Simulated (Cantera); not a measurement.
A perfectly stirred reactor is fed with 2.52 % CH2O, 0.427 % O2, 97.0 % N2, at 435 Torr; it is held at 1350 K, and followed from long to short residence time.

Computed with Cantera and GRI-Mech 3.0 (53 species, 325 reactions).

x: mole fraction; the columns are a selection and need not sum to one.

| τ (s) | x CH2O | x O2 | x OH | x CO | x H |
|---|---|---|---|---|---|
| 29 | 1.59e-7 | 1.29e-6 | 2.54e-7 | 0.0217 | 5.65e-5 |
| 6.9 | 3.46e-7 | 2.82e-6 | 4.93e-7 | 0.0217 | 0.000109 |
| 1.6 | 8.08e-7 | 6.58e-6 | 9.25e-7 | 0.0217 | 0.000201 |
| 0.38 | ? | ? | ? | 0.0218 | ? |
| 0.089 | 6.28e-6 | 5.04e-5 | 2.49e-6 | 0.0221 | 0.000464 |
| 0.021 | 2.39e-5 | 0.000182 | 3.71e-6 | 0.0228 | 0.000515 |
| 0.0049 | ? | ? | ? | 0.0236 | ? |
| 0.0011 | 0.00724 | 0.00270 | 2.29e-6 | 0.0173 | 2.02e-5 |
| 0.00027 | 0.0153 | 0.00326 | 3.06e-6 | 0.00964 | 2.06e-5 |

Q: Complete the blanks.

A: 
- 0.38, x CH2O: 2.06e-6
- 0.38, x O2: 1.67e-5
- 0.38, x OH: 1.59e-6
- 0.38, x H: 0.000332
- 0.0049, x CH2O: 0.000145
- 0.0049, x O2: 0.000819
- 0.0049, x OH: 5.31e-6
- 0.0049, x H: 0.000357
